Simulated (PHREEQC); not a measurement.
TMAH is added in steps, without added water, to 1 kg of water holding 0.00065 mol/kgw H2SeO3, at 20 °C. The system is closed to oxygen. The system is closed to CO2. No solid was allowed to form.

Base run: PHREEQC, ion-association model, wateq4f.dat. Each further column changes one thing. The table gives H2SeO3 (mol/kgw).

| TMAH added (mol) | base | Debye-Hückel limiting law | Davies equation for every ion | metal-ligand complexes left out | all activity coefficients set to 1 |
|---|---|---|---|---|---|
| 0 | 0.000139 | 0.000139 | 0.000139 | 0.000139 | ? |
| 0.00016 | 0.000110 | 0.000110 | 0.000110 | 0.000110 | ? |
| 0.0004 | 5.98e-5 | 5.97e-5 | 5.98e-5 | 5.98e-5 | 6.21e-5 |
| 0.00064 | 2.64e-6 | 2.63e-6 | 2.63e-6 | 2.64e-6 | 2.74e-6 |
| 0.0008 | 3.19e-9 | 3.20e-9 | 3.19e-9 | 3.19e-9 | 2.98e-9 |
| 0.00096 | 7.29e-10 | 7.32e-10 | 7.29e-10 | 7.29e-10 | 6.75e-10 |
| 0.0012 | 4.34e-11 | 4.36e-11 | 4.34e-11 | 4.34e-11 | 4.02e-11 |
| 0.00144 | 2.16e-13 | 2.15e-13 | 2.16e-13 | 2.16e-13 | 2.36e-13 |
| 0.0016 | 5.16e-14 | 5.13e-14 | 5.16e-14 | 5.16e-14 | ? |

**Question.** Fill in the missing entries.

**Answer.** 
- 0, all activity coefficients set to 1: 0.000144
- 0.00016, all activity coefficients set to 1: 0.000114
- 0.0016, all activity coefficients set to 1: 5.70e-14

(CH3)4N+ isn't in the database: it is added as a free cation with an ion size of 4 Å.
